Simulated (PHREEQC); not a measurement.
Consider water at 11 °C with 0.0011 mol NH3 and 0.00028 mol K2CO3 per kg of water. Closed to the air; pH follows from the charge balance.

All values are PHREEQC results (ion-association model, phreeqc.dat), not measurements.

No solid was allowed to form.

Task: Estimate the pH, ionic strength.

Result: pH 10.74; ionic strength 0.000841 mol/kgw.

Task: In which forms is C present?

Result: CO3-2 67 %, HCO3- 33 % of the C.

Constants without temperature data keep their 25 °C values here.
